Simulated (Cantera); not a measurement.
## Low-pressure radical oxidation in H2/O2

An isothermal, constant-pressure homogeneous reactor starts with 11.5 % H2, 88.5 % O2, at 1025 K and 210 Pa.

Model: GRI-Mech 3.0 (53 species, 325 reactions), integrated in Cantera. Radical loss at walls, strong at low pressure, is not modelled. The temperature is held fixed by assumption; the heat of reaction is taken as removed at once.

| t (s) | x H2 | x O2 | x H2O2 | x OH | x O |
|---|---|---|---|---|---|
| 2.00e-5 | 0.115 | 0.885 | <1e-12 | <1e-12 | <1e-12 |
| 0.000100 | 0.115 | 0.885 | <1e-12 | 1.70e-12 | 1.85e-12 |
| 0.000502 | 0.115 | 0.885 | <1e-12 | 2.77e-11 | 3.93e-11 |
| 0.00252 | 0.115 | 0.885 | <1e-12 | 4.92e-10 | 1.03e-9 |
| 0.0126 | 0.115 | 0.885 | 1.15e-11 | 2.58e-6 | 5.67e-6 |
| 0.0632 | 0.00307 | 0.821 | 2.04e-8 | 0.00321 | 0.0441 |
| 0.317 | 0.00177 | 0.850 | 2.76e-8 | 0.00247 | 0.0231 |
| 1.59 | 0.000180 | 0.875 | 3.52e-8 | 0.000782 | 0.00222 |
| 7.96 | 6.31e-6 | 0.878 | 1.50e-8 | 0.000148 | 7.90e-5 |
| 39.9 | 4.25e-7 | 0.878 | 3.90e-9 | 3.88e-5 | 5.45e-6 |
| 200 | 5.06e-8 | 0.878 | 9.57e-10 | 1.35e-5 | 6.58e-7 |
x: mole fraction; the columns are a selection and need not sum to one.

Equilibrium at this temperature and pressure: H2 5.18e-10, O2 0.878, H2O2 2.02e-11, OH 1.37e-6, O 6.79e-9 (gas phase only).
